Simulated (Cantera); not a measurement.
An isothermal, constant-pressure homogeneous reactor starts with 30.3 % NO, 69.7 % N₂, at 1800 K and 0.0700 bar.

Detailed kinetics in Cantera: GRI-Mech 3.0 (53 species, 325 reactions).

x: mole fraction; the columns are a selection and need not sum to one.

| t (s) | x NO | x O₂ | x N₂O | x O | x N₂ |
|---|---|---|---|---|---|
| 5.00e-6 | 0.303 | <1e-12 | (withheld) | 7.43e-9 | 0.697 |
| 3.11e-5 | 0.303 | 7.91e-12 | (withheld) | 4.62e-8 | 0.697 |
| 0.000194 | 0.303 | 3.04e-10 | (withheld) | 2.84e-7 | 0.697 |
| 0.00121 | 0.303 | 1.15e-8 | (withheld) | 1.66e-6 | 0.697 |
| 0.00750 | 0.303 | 5.20e-7 | (withheld) | 8.52e-6 | 0.697 |
| 0.0467 | 0.303 | 3.80e-5 | (withheld) | 2.95e-5 | 0.697 |
| 0.290 | 0.302 | 0.000474 | 3.59e-5 | 3.36e-5 | 0.697 |
| 1.81 | 0.296 | 0.00325 | 3.42e-5 | 4.19e-5 | 0.700 |
| 11.2 | 0.262 | 0.0204 | (withheld) | 7.41e-5 | 0.717 |
| 70.0 | 0.118 | 0.0926 | (withheld) | 0.000143 | 0.790 |

Task: Some entries are withheld; supply them.

Result: 
- 5.00e-6, x N₂O: 7.44e-9
- 3.11e-5, x N₂O: 4.63e-8
- 0.000194, x N₂O: 2.87e-7
- 0.00121, x N₂O: 1.75e-6
- 0.00750, x N₂O: 9.65e-6
- 0.0467, x N₂O: 3.10e-5
- 11.2, x N₂O: 2.57e-5
- 70.0, x N₂O: 4.80e-6
